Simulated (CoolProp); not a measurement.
A closed Brayton cycle with dry air: compressor inlet 312.15 K and 5.4 MPa, high pressure 14.2 MPa, turbine inlet 965 K, compressor efficiency 0.85, turbine efficiency 0.9, recuperator effectiveness 0.9 (on enthalpy, no pinch check). Each further row changes one setting.

Values from CoolProp's reference Helmholtz-energy equation of state, Lemmon 2000. It is a pseudo-pure fit of the blend.

```
case                           thermal efficiency (%)  net work (kJ/kg)  compressor to turbine work  compressor exit (K)  turbine exit (K)
-----------------------------  ----------------------  ----------------  --------------------------  -------------------  ----------------
as stated                                         ___               100                        0.55                430.2             773.2
turbine inlet 915 K                              36.0              88.7                        0.58                430.2               ___
compressor inlet 322.15 K                        36.9              96.0                        0.56                443.8             773.2
high pressure 12.1 MPa                           38.3               ___                         ___                  ___               ___
recuperator effectiveness 0.5                    24.5               100                        0.55                430.2             773.2
```

Fill in the missing entries.


- as stated, thermal efficiency (%): 38.2
- turbine inlet 915 K, turbine exit (K): 731.5
- high pressure 12.1 MPa, net work (kJ/kg): 89.6
- high pressure 12.1 MPa, compressor to turbine work: 0.52
- high pressure 12.1 MPa, compressor exit (K): 408.4
- high pressure 12.1 MPa, turbine exit (K): 802.2
